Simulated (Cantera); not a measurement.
An adiabatic, constant-volume homogeneous reactor starts with C₃H₈ : O₂ : N₂ : H₂O = 1 : 8.62 : 32.4 : 2.7 (molar parts), equivalence ratio 0.58, at 1400 K and 24000 Pa. Integrator tolerance rtol = 1e-08.

Computed with Cantera and GRI-Mech 3.0 (53 species, 325 reactions). GRI-Mech 3.0 was tuned for natural gas; its chemistry of propane as a main component is partial and can be far from experiment.

Q: What does this change do: initial temperature 1400 to 1700 K?

A: 
```csv
quantity,before,after
time of steepest temperature rise,0.479 ms,54.5 µs
temperature at 1.00 s,2508 K,2611 K
equilibrium temperature,2508 K,2611 K
x(C₃H₈) at 1.00 s,<1e-12 (gas-phase equilibrium <1e-12),<1e-12 (gas-phase equilibrium <1e-12)
x(O₂) at 1.00 s,0.0729 (gas-phase equilibrium 0.0729),0.0726 (gas-phase equilibrium 0.0726)
x(H₂O) at 1.00 s,0.130 (gas-phase equilibrium 0.130),0.122 (gas-phase equilibrium 0.122)
x(H₂O₂) at 1.00 s,1.69e-7 (gas-phase equilibrium 1.69e-7),1.81e-7 (gas-phase equilibrium 1.81e-7)
x(CH₃) at 1.00 s,<1e-12 (gas-phase equilibrium <1e-12),<1e-12 (gas-phase equilibrium <1e-12)
```

Q: What does this change do: 1.7 parts H2 added?

A: 
```csv
quantity,before,after
time of steepest temperature rise,0.479 ms,0.333 ms
temperature at 1.00 s,2508 K,2592 K
equilibrium temperature,2508 K,2592 K
x(C₃H₈) at 1.00 s,<1e-12 (gas-phase equilibrium <1e-12),<1e-12 (gas-phase equilibrium <1e-12)
x(O₂) at 1.00 s,0.0729 (gas-phase equilibrium 0.0729),0.0565 (gas-phase equilibrium 0.0565)
x(H₂O) at 1.00 s,0.130 (gas-phase equilibrium 0.130),0.154 (gas-phase equilibrium 0.154)
x(H₂O₂) at 1.00 s,1.69e-7 (gas-phase equilibrium 1.69e-7),2.11e-7 (gas-phase equilibrium 2.11e-7)
x(CH₃) at 1.00 s,<1e-12 (gas-phase equilibrium <1e-12),<1e-12 (gas-phase equilibrium <1e-12)
```
